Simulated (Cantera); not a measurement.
A perfectly stirred reactor is fed with 6.96 % CH3OH, 15.6 % O2, 58.6 % N2, 18.8 % H2O, at 750 Torr; it is adiabatic with a 800 K inlet, and is followed from long to short residence time, starting on the burning branch (τ in s: 0.3, 0.12, 0.047, 0.019, 0.0074, 0.0029, 0.0012, 0.00046, 0.00018, 7.1e-05).

Detailed kinetics in Cantera: GRI-Mech 3.0 (53 species, 325 reactions). GRI-Mech 3.0 was tuned for natural gas; its chemistry of methanol as a main component is partial and can be far from experiment.

One state of this run: T (K) = 1840; x CH3OH = 3.99e-5; x O2 = 0.0525; x H2O = 0.306; x O = 0.00143; x H2O2 = 6.25e-7. x: mole fraction; the columns are a selection and need not sum to one.

Task: Which value of τ (s) does it belong to?
(A) 0.0012
(B) 0.0029
(C) 7.1e-5
(D) 0.047

Result: A, 0.0012
